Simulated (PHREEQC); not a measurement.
Make-up at 25 °C: 0.014 mol/kgw NiCl2 and 0.00074 mol/kgw FeSO4. Closed to the air; pH follows from the charge balance.

The numbers come from PHREEQC with the ion-association model, wateq4f.dat.

No solid was allowed to form.

Problem. What pH does the model give?

Solution. pH 6.00.

Problem. In which forms is Cl present?

Solution. Cl- 98 %, NiCl+ 1.5 % of the Cl.
